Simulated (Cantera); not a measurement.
**Carbon deposition, reforming and gasification: C + H₂**

Charge: 1 mol C, 1.9 mol H₂, held at 8.80 bar.

Method: chemical equilibrium by Gibbs-energy minimisation in Cantera with the NASA 1993 tables (ideal gas, pure condensed phases). Candidate condensed phases: C, C₆H₆, C₇H₈, C₈H₁₈; 76 gas species. Rates play no part.

```
T (K)    x H₂     x CH₄  x C₂H₂ (acetylene)       x H    x C₄H₂     x CH₃     x C₂H    x C₂H₄  n C(graphite)
-----  ------  --------  ------------------  --------  --------  --------  --------  --------  -------------
598    0.0332     0.967              <1e-12    <1e-12    <1e-12    <1e-12    <1e-12  2.02e-10         0.0660
798     0.248     0.752              <1e-12    <1e-12    <1e-12  1.96e-11    <1e-12   9.63e-8          0.184
998     0.644     0.356            6.96e-10  5.82e-10    <1e-12   5.55e-9    <1e-12   2.14e-6          0.501
1198    0.889     0.111             8.79e-8   6.04e-8    <1e-12   1.44e-7    <1e-12   8.64e-6          0.809
1398    0.964    0.0357             2.36e-6   1.57e-6  2.19e-12   1.16e-6    <1e-12   1.71e-5          0.934
1598    0.986    0.0141             2.66e-5   1.78e-5  2.77e-10   5.18e-6  1.60e-12   2.61e-5          0.973
1798    0.993   0.00672            0.000171  0.000118   1.17e-8   1.62e-5  1.77e-10   3.55e-5          0.987
1998    0.995   0.00372            0.000754  0.000539   2.30e-7   3.99e-5   7.60e-9   4.50e-5          0.990
2198    0.993   0.00229             0.00252   0.00187   2.60e-6   8.27e-5   1.63e-7   5.42e-5          0.986
2398    0.986   0.00153             0.00681   0.00527   1.94e-5  0.000150   2.09e-6   6.26e-5          0.970
2598    0.970   0.00107              0.0156    0.0126  0.000104  0.000244   1.78e-5   6.94e-5          0.937
2798    0.940  0.000765              0.0312    0.0266  0.000430  0.000361  0.000111   7.31e-5          0.873
```
x: gas mole fraction; n: condensed amount in mol.

From 598 K to 2798 K the condensed part is C(graphite). The main C-bearing gas is CH₄ at 598 K and C₂H₂ (acetylene) at 2798 K. The share of C in condensed phases is highest at 1998 K (99.0 %) and lowest at 598 K (6.6 %).
